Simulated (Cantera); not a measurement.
A closed system holds: 1 mol N₂O, 0.063 mol SO₂, held at 1873 K and 0.00110 bar.

Cantera equilibrium calculation (NASA polynomials, part measured and part estimated; ideal gas, pure solids and liquids). Candidate condensed phases: S; 17 gas species. Kinetics and transport are ignored.

Question: What is the equilibrium state?

Answer: 
* **x(N₂)**: 0.636
* **x(O₂)**: 0.314
* **x(SO₂)**: 0.0401
* **x(NO)**: 0.00580
* **x(O)**: 0.00400
* **x(SO)**: 9.37e-5
* **x(SO₃)**: 6.14e-6
* **gas amount**: 1.566 mol
* **log10 activity of S(l) (absent)**: -8.68
